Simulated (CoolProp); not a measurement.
Computed with CoolProp (reference Helmholtz-energy equation of state, Zhou 2012).

**Question.** Give the vapour pressure (kPa), liquid density (kg/m³), enthalpy of vaporisation (kJ/kg), vapour Z of saturated p-xylene at 146.55 °C.

**Answer.** 
```json
[
 {"T (°C)": "146.55", "p (kPa)": "126", "liquid density (kg/m³)": "745", "enthalpy of vaporisation (kJ/kg)": "331", "vapour Z": "0.945"}
]
```
